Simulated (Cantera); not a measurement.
Input (Python, Cantera) and output of one run.

```python
import numpy as np
import cantera as ct

gas_names = """
    C CH CH2 CH3 CH2OH CH3O CH4 CH3OH CN CO CO2 COOH C2 C2H CHCO,ketyl C2H2,acetylene C2H2,vinylidene
    CH2CO,ketene C2H3,vinyl CH3CN CH3CO,acetyl C2H4 C2H4O,ethylen CH3CHO,ethanal CH3COOH (HCOOH)2 C2H5
    C2H6 CH3OCH3 C2H5OH CCN CNC C2N2 C2O C3 C3H3,propargyl C3H4,allene C3H4,propyne C3H4,cyclo-
    C3H5,allyl C3H6,propylene C3H6,cyclo- C3H6O C3H7,n-propyl C3H7,i-propyl C3H8 C3H8O,1propanol
    C3H8O,2propanol C3O2 C4 C4H2 C4H4,1,3-cyclo- C4H6,butadiene C4H6,2-butyne C4H6,cyclo- C4H8,1-butene
    C4H8,cis2-buten C4H8,tr2-butene C4H8,isobutene C4H8,cyclo- (CH3COOH)2 C4H9,n-butyl C4H9,i-butyl
    C4H9,s-butyl C4H9,t-butyl C4H10,isobutane C4H10,n-butane C4N2 C5 C5H6,1,3cyclo- C5H8,cyclo-
    C5H10,1-pentene C5H10,cyclo- C5H11,pentyl C5H11,t-pentyl C5H12,n-pentane C5H12,i-pentane
    CH3C(CH3)2CH3 C6H2 C6H5,phenyl C6H5O,phenoxy C6H6 C6H5OH,phenol C6H10,cyclo- C6H12,1-hexene
    C6H12,cyclo- C6H13,n-hexyl C7H7,benzyl C7H8 C7H8O,cresol C7H14,1-heptene C7H15,n-heptyl
    C7H16,n-heptane C8H8,styrene C8H10,ethylbenz C8H16,1-octene C8H17,n-octyl C8H18,isooctane
    C8H18,n-octane C9H19,n-nonyl C10H8,naphthale C10H21,n-decyl C12H9,o-bipheny C12H10,bipheny H HCN HCO
    HCCN HNC HNCO HNO HNO2 HNO3 HO2 H2 HCHO,formaldehy HCOOH H2O H2O2 N NCO NH NH2 NH3 NH2OH NO NO2 NO3
    N2 N2H2 N2H4 N2O O OH O2 O3 Si SiC SiC2 SiC4H12 SiH SiH2 SiH3 SiH4 SiN SiO SiO2 Si2 Si2C Si2N Si3
""".split()
cond_names = """
    C(gr) C6H6(L) C7H8(L) C8H18(L),n-octa H2O(s) H2O(L) Si(cr) Si(L) SiC(b) SiO2(Lqz) SiO2(hqz) SiO2(L)
    Si2N2O(s) Si3N4(a)
""".split()


def load(file, names, dense=False):
    # The tables refer to 1 bar. Condensed volumes are neglected.
    table = {s.name: s for s in ct.Species.list_from_file(file)}
    out = []
    for n in names:
        d = dict(table[n].input_data)
        d["thermo"] = dict(d["thermo"], **{"reference-pressure": 1e5})
        if dense:
            d["equation-of-state"] = {"model": "constant-volume", "density": "1e6 g/cm^3"}
        out.append(ct.Species.from_dict(d))
    return out


gas = ct.Solution(thermo="ideal-gas", species=load("nasa_gas.yaml", gas_names))
cond = {s.name: ct.Solution(thermo="fixed-stoichiometry", species=[s], name=s.name)
        for s in load("nasa_condensed.yaml", cond_names, dense=True)}
atoms = {
    'SiC': {'Si': 1, 'C': 1},
    'CO2': {'C': 1, 'O': 2},
    'H2': {'H': 2},
    'N2O': {'N': 2, 'O': 1},
}
top_T = {'C(gr)': 4500, 'SiC(b)': 3050, 'Si2N2O(s)': 2100, 'Si3N4(a)': 2400}  # K; cautious upper limits of use, not melting points


def equilibrate(T, P, feed):
    n = {}
    for name, mol in feed.items():
        for a, k in atoms[name].items():
            n[a] = n.get(a, 0.0) + k * mol
    gas.TPX = T, P, n
    mass = sum(n.values()) * gas.mean_molecular_weight
    gas.equilibrate("TP")
    valid = [c for c in cond.values() if c.min_temp <= T <= top_T.get(c.name, c.max_temp)]
    mix = ct.Mixture([(gas, mass / gas.mean_molecular_weight)] + [(c, 0.0) for c in valid])
    mix.T, mix.P = T, P
    mix.equilibrate("TP", solver="vcs", rtol=1e-11, max_steps=5000)
    return mix


results = []
feed = {'SiC': 1, 'CO2': 0.65, 'H2': 1.5, 'N2O': 0.015}  # mol
T = 1750  # K
for P in [0.1, 0.75, 5.6, 42, 320, 2400, 18000, 130000, 1000000]:
    mix = equilibrate(T, P, feed)
    results.append((T, P, feed, dict(zip(mix.species_names, mix.species_moles))))
    x = sorted(zip(gas.X, gas.species_names), reverse=True)
    print(f"T = {T:g} K  P = {P:g} Pa  gas = {mix.phase_moles(0):.4g} mol")
    print("   x: " + "  ".join(f"{s} {v:.3e}" for v, s in x if v > 0.001))
    print("   condensed (mol): " + ("  ".join(f"{mix.phase(i).name} {mix.phase_moles(i):.4g}"
          for i in range(1, mix.n_phases) if mix.phase_moles(i) > 1e-12) or "none"))
```

Result:

```
T = 1750 K  P = 0.1 Pa  gas = 3.519 mol
   x: H2 3.568e-01  CO 3.423e-01  H 1.389e-01  Si 1.251e-01  SiO 3.141e-02  N2 4.239e-03  Si2C 1.010e-03
   condensed (mol): SiC(b) 0.4413
T = 1750 K  P = 0.75 Pa  gas = 3.006 mol
   x: H2 4.698e-01  CO 3.416e-01  SiO 9.587e-02  H 5.821e-02  Si 2.916e-02  N2 4.972e-03
   condensed (mol): SiC(b) 0.6223
T = 1750 K  P = 5.6 Pa  gas = 2.874 mol
   x: H2 5.107e-01  CO 3.440e-01  SiO 1.135e-01  H 2.221e-02  N2 5.203e-03  Si 4.235e-03
   condensed (mol): SiC(b) 0.6612
T = 1750 K  P = 42 Pa  gas = 2.843 mol
   x: H2 5.234e-01  CO 3.458e-01  SiO 1.167e-01  H 8.210e-03  N2 5.260e-03
   condensed (mol): SiC(b) 0.6666
T = 1750 K  P = 320 Pa  gas = 2.834 mol
   x: H2 5.277e-01  CO 3.467e-01  SiO 1.173e-01  N2 5.276e-03  H 2.987e-03
   condensed (mol): SiC(b) 0.6673
T = 1750 K  P = 2400 Pa  gas = 2.832 mol
   x: H2 5.292e-01  CO 3.470e-01  SiO 1.174e-01  N2 5.282e-03  H 1.092e-03
   condensed (mol): SiC(b) 0.6675
T = 1750 K  P = 18000 Pa  gas = 2.519 mol
   x: H2 5.952e-01  CO 3.602e-01  SiO 3.922e-02  N2 4.802e-03
   condensed (mol): SiC(b) 0.7426  SiO2(L) 0.153  Si2N2O(s) 0.002835
T = 1750 K  P = 130000 Pa  gas = 2.394 mol
   x: H2 6.255e-01  CO 3.658e-01  N2 4.877e-03  SiO 2.795e-03
   condensed (mol): SiC(b) 0.7726  SiO2(L) 0.2146  Si2N2O(s) 0.003065
T = 1750 K  P = 1e+06 Pa  gas = 1.597 mol
   x: H2 9.229e-01  CO 6.749e-02  CH4 7.778e-03
   condensed (mol): C(gr) 1.153  SiC(b) 0.3762  SiO2(L) 0.5964  Si2N2O(s) 0.01344
```

Method: chemical equilibrium by Gibbs-energy minimisation in Cantera with the NASA 1993 tables (ideal gas, pure condensed phases). Mutual solubility and eutectic melting of coexisting phases are not modelled. The tables hold silica as quartz up to 1696 K and as liquid above; real silica turns to tridymite and cristobalite and melts near 1996 K.
